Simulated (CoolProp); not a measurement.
Saturation properties of R1224YDZ (Tc = 428.7 K, pc = 3.334 MPa, ω = 0.325).

Computed with CoolProp (reference Helmholtz-energy equation of state, Akasaka 2023).

```json
[
 {"T (K)": "234.2", "p (MPa)": "0.007012", "vapour density (kg/m³)": "0.5398", "enthalpy of vaporisation (kJ/kg)": "…"},
 {"T (K)": "243.5", "p (MPa)": "0.01234", "vapour density (kg/m³)": "0.9176", "enthalpy of vaporisation (kJ/kg)": "189.8"},
 {"T (K)": "252.8", "p (MPa)": "0.02066", "vapour density (kg/m³)": "1.487", "enthalpy of vaporisation (kJ/kg)": "185.6"},
 {"T (K)": "262.1", "p (MPa)": "0.03308", "vapour density (kg/m³)": "2.310", "enthalpy of vaporisation (kJ/kg)": "181.5"},
 {"T (K)": "271.4", "p (MPa)": "0.05094", "vapour density (kg/m³)": "3.463", "enthalpy of vaporisation (kJ/kg)": "177.2"},
 {"T (K)": "280.7", "p (MPa)": "0.07579", "vapour density (kg/m³)": "5.028", "enthalpy of vaporisation (kJ/kg)": "172.9"},
 {"T (K)": "289.9", "p (MPa)": "0.1089", "vapour density (kg/m³)": "7.076", "enthalpy of vaporisation (kJ/kg)": "168.5"},
 {"T (K)": "299.2", "p (MPa)": "0.1530", "vapour density (kg/m³)": "9.760", "enthalpy of vaporisation (kJ/kg)": "…"},
 {"T (K)": "308.5", "p (MPa)": "0.2099", "vapour density (kg/m³)": "13.18", "enthalpy of vaporisation (kJ/kg)": "159.2"},
 {"T (K)": "317.8", "p (MPa)": "0.2817", "vapour density (kg/m³)": "17.49", "enthalpy of vaporisation (kJ/kg)": "154.3"},
 {"T (K)": "327.1", "p (MPa)": "0.3708", "vapour density (kg/m³)": "22.84", "enthalpy of vaporisation (kJ/kg)": "149.1"},
 {"T (K)": "336.4", "p (MPa)": "0.4798", "vapour density (kg/m³)": "29.45", "enthalpy of vaporisation (kJ/kg)": "143.6"},
 {"T (K)": "345.7", "p (MPa)": "0.6112", "vapour density (kg/m³)": "37.55", "enthalpy of vaporisation (kJ/kg)": "137.8"},
 {"T (K)": "355", "p (MPa)": "0.7680", "vapour density (kg/m³)": "47.47", "enthalpy of vaporisation (kJ/kg)": "131.5"},
 {"T (K)": "364.3", "p (MPa)": "…", "vapour density (kg/m³)": "59.64", "enthalpy of vaporisation (kJ/kg)": "124.7"}
]
```

Task: Some entries are withheld; supply them.

Result: 
- 234.2, enthalpy of vaporisation (kJ/kg): 194.0
- 299.2, enthalpy of vaporisation (kJ/kg): 164.0
- 364.3, p (MPa): 0.9530

It boils at 288.0 K under 1 atm.
